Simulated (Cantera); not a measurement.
Input (Python, Cantera):

```python
import numpy as np
import cantera as ct

gas = ct.Solution("gri30.yaml")
gas.TPX = 300, 710000, {'CH3OH': 1, 'O2': 1.52, 'N2': 8.9}
inlet = ct.Reservoir(gas, clone=True)
gas.equilibrate("HP")  # start burning
reactor = ct.IdealGasConstPressureReactor(gas, energy="on", clone=False)
exhaust = ct.Reservoir(gas, clone=True)
tau = [0.1, 0.048, 0.023, 0.011, 0.0053, 0.0026, 0.0012, 0.00059, 0.00028, 0.00014, 6.5e-05, 3.1e-05, 1.5e-05][0]
for a, b in ((inlet, reactor), (reactor, exhaust)):
    ct.MassFlowController(a, b, mdot=lambda t: reactor.mass / tau)
net = ct.ReactorNet([reactor])
show = ['CH3OH', 'O2', 'H2O', 'CH3', 'HCN', 'C2H4', 'C2H2']

rows = []
print(f"{'tau/s':>10s}{'T/K':>9s}" + "".join(f"{s:>11s}" for s in show))
for tau in [0.1, 0.048, 0.023, 0.011, 0.0053, 0.0026, 0.0012, 0.00059, 0.00028, 0.00014, 6.5e-05, 3.1e-05, 1.5e-05]:
    net.initial_time = 0.0
    net.advance(30 * tau)
    before = gas.X
    net.advance(40 * tau)
    drift = np.max(np.abs(gas.X - before) / (gas.X + 1e-9))
    rows.append([gas.T, *gas[show].X, drift])
    print(f"{tau:10.3e}{gas.T:9.1f}" + "".join(f"{x:11.3e}" for x in gas[show].X))
```

It prints:

```
     tau/s      T/K      CH3OH         O2        H2O        CH3        HCN       C2H4       C2H2
 1.000e-01   1856.6  1.481e-06  2.544e-03  1.667e-01  8.319e-08  5.344e-09  7.859e-12  3.304e-11
 4.800e-02   1851.2  2.503e-06  2.881e-03  1.663e-01  1.072e-07  6.092e-09  1.160e-11  4.186e-11
 2.300e-02   1844.0  4.175e-06  3.326e-03  1.658e-01  1.373e-07  7.191e-09  1.663e-11  5.126e-11
 1.100e-02   1834.6  6.888e-06  3.908e-03  1.652e-01  1.826e-07  9.063e-09  2.525e-11  6.615e-11
 5.300e-03   1822.5  1.120e-05  4.650e-03  1.645e-01  2.676e-07  1.276e-08  4.564e-11  1.010e-10
 2.600e-03   1807.4  1.792e-05  5.576e-03  1.636e-01  4.483e-07  2.058e-08  1.061e-10  1.975e-10
 1.200e-03   1786.0  2.998e-05  6.883e-03  1.623e-01  9.122e-07  3.970e-08  3.541e-10  5.422e-10
 5.900e-04   1760.3  4.910e-05  8.475e-03  1.609e-01  1.908e-06  7.639e-08  1.281e-09  1.625e-09
 2.800e-04   1723.6  8.733e-05  1.084e-02  1.592e-01  4.288e-06  1.451e-07  5.548e-09  5.626e-09
 1.400e-04   1669.3  1.753e-04  1.463e-02  1.571e-01  9.202e-06  2.181e-07  2.501e-08  1.874e-08
 6.500e-05    300.0  8.757e-02  1.331e-01 -8.278e-16 -9.133e-29 -1.218e-21 -1.358e-21 -5.014e-22
 3.100e-05    300.0  8.757e-02  1.331e-01 -4.134e-19 -4.560e-32 -6.080e-25 -6.780e-25 -2.504e-25
 1.500e-05    300.0  8.757e-02  1.331e-01 -2.611e-20 -2.881e-33 -3.840e-26 -4.283e-26 -1.581e-26
```

Computed with Cantera and GRI-Mech 3.0 (53 species, 325 reactions). GRI-Mech 3.0 was tuned for natural gas; its chemistry of methanol as a main component is partial and can be far from experiment.
